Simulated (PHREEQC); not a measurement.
## Polishing slurry liquid: an equilibrium model

Make-up at 25 °C: 0.0014 mol K2CO3, 3.8e-05 mol Fe(NO3)3 and 0.0012 mol CO2 per kg of water. Closed to the air; pH follows from the charge balance.

Model: ion-association model, wateq4f.dat, run in PHREEQC.

Each row changes one thing in this solution. Precipitation was switched off in this run.

```json
[
 {"case": "as made", "pH": "8.74", "ionic strength (mol/kgw)": "0.00288", "HCO3- (mol/kgw)": "0.00251", "Fe(OH)3 (mol/kgw)": "2.46e-5", "CO2 (mol/kgw)": "9.68e-6", "Fe(OH)2+ (mol/kgw)": "3.67e-7", "SI of Fe(OH)3(a) (Fe(OH)3)": "+3.06", "SI of Goethite (FeOOH)": "+8.95"},
 {"case": "diluted 2-fold with water", "pH": "8.73", "ionic strength (mol/kgw)": "0.00144", "HCO3- (mol/kgw)": "0.00126", "Fe(OH)3 (mol/kgw)": "1.24e-5", "CO2 (mol/kgw)": "5.02e-6", "Fe(OH)2+ (mol/kgw)": "1.86e-7", "SI of Fe(OH)3(a) (Fe(OH)3)": "+2.76", "SI of Goethite (FeOOH)": "+8.65"},
 {"case": "K2CO3 left out", "pH": "4.13", "ionic strength (mol/kgw)": "0.000129", "HCO3- (mol/kgw)": "7.18e-6", "Fe(OH)3 (mol/kgw)": "5.20e-8", "CO2 (mol/kgw)": "0.00119", "Fe(OH)2+ (mol/kgw)": "3.06e-5", "SI of Fe(OH)3(a) (Fe(OH)3)": "+0.39", "SI of Goethite (FeOOH)": "+6.28"},
 {"case": "diluted 10-fold with water", "pH": "8.60", "ionic strength (mol/kgw)": "0.000285", "HCO3- (mol/kgw)": "0.000254", "Fe(OH)3 (mol/kgw)": "2.74e-6", "CO2 (mol/kgw)": "1.41e-6", "Fe(OH)2+ (mol/kgw)": "5.45e-8", "SI of Fe(OH)3(a) (Fe(OH)3)": "+2.11", "SI of Goethite (FeOOH)": "+8.00"},
 {"case": "2.4e-05 mol/kgw NaHCO3 added", "pH": "8.74", "ionic strength (mol/kgw)": "0.00290", "HCO3- (mol/kgw)": "0.00254", "Fe(OH)3 (mol/kgw)": "2.46e-5", "CO2 (mol/kgw)": "9.84e-6", "Fe(OH)2+ (mol/kgw)": "3.70e-7", "SI of Fe(OH)3(a) (Fe(OH)3)": "+3.06", "SI of Goethite (FeOOH)": "+8.95"},
 {"case": "Fe(NO3)3 from 3.8e-05 to 1.9e-05 mol/kgw", "pH": "8.97", "ionic strength (mol/kgw)": "0.00293", "HCO3- (mol/kgw)": "0.00247", "Fe(OH)3 (mol/kgw)": "9.90e-6", "CO2 (mol/kgw)": "5.55e-6", "Fe(OH)2+ (mol/kgw)": "8.65e-8", "SI of Fe(OH)3(a) (Fe(OH)3)": "+2.66", "SI of Goethite (FeOOH)": "+8.56"},
 {"case": "CO2 left out", "pH": "10.51", "ionic strength (mol/kgw)": "0.00370", "HCO3- (mol/kgw)": "0.000495", "Fe(OH)3 (mol/kgw)": "1.18e-6", "CO2 (mol/kgw)": "3.24e-8", "Fe(OH)2+ (mol/kgw)": "3.03e-10", "SI of Fe(OH)3(a) (Fe(OH)3)": "+1.74", "SI of Goethite (FeOOH)": "+7.63"}
]
```

Species that the database lacks are ignored. Some of these states are supersaturated (in Fe(OH)3(a), Hematite (slow to form), for instance).
